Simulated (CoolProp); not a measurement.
Saturation properties of sulfur hexafluoride.

The numbers come from the reference Helmholtz-energy equation of state, Guder 2009 in CoolProp.

| T (°C) | p (kPa) | vapour density (kg/m³) | liquid cp (kJ/(kg K)) | surface tension (mN/m) |
|---|---|---|---|---|
| -18.55 | 722.2 | 59.07 | 0.9447 | 6.98 |
| -16.15 | 779.0 | 63.78 | 0.9548 | 6.65 |
| -13.85 | 836.5 | 68.58 | 0.9650 | 6.33 |
| -11.45 | 899.8 | 73.92 | 0.9760 | 6.01 |
| -9.05 | 966.6 | 79.62 | 0.9877 | 5.69 |
| -6.65 | 1037 | 85.70 | 1.000 | 5.37 |
| -4.35 | 1108 | 91.92 | 1.013 | 5.07 |
| -1.95 | 1186 | 98.84 | 1.026 | 4.76 |
| 0.45 | 1267 | 106.2 | 1.041 | 4.46 |
| 2.75 | 1349 | 113.8 | 1.057 | 4.17 |
| 5.15 | 1439 | 122.3 | 1.074 | 3.87 |
| 7.55 | 1533 | 131.4 | 1.093 | 3.58 |
| 9.95 | 1632 | 141.2 | 1.114 | 3.29 |

Surface tension comes from a separate correlation (Mulero 2012).
